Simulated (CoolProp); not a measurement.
Vapour-liquid equilibrium of isobutene (1) + acetone (2) at 296 K; x and y are mole fractions of (1).

Model: multi-fluid Helmholtz-energy mixture model, Lemmon 2005 and Lemmon 2006; pair parameters Bell 2016, in CoolProp.

Problem. Give the bubble pressure and the first vapour's composition at x = 0.15, 0.55, 0.75. Is there an azeotrope?

Solution. x = 0.15: 1.172 bar, y = 0.784; x = 0.55: 2.214 bar, y = 0.913; x = 0.75: 2.463 bar, y = 0.938. No azeotrope shows between x = 0.05 and 0.95.

The pair parameters rest on a limited set of measurements; away from them the model extrapolates. With so large a gap from Raoult's law the liquid may split in two, which this calculation doesn't test in full.
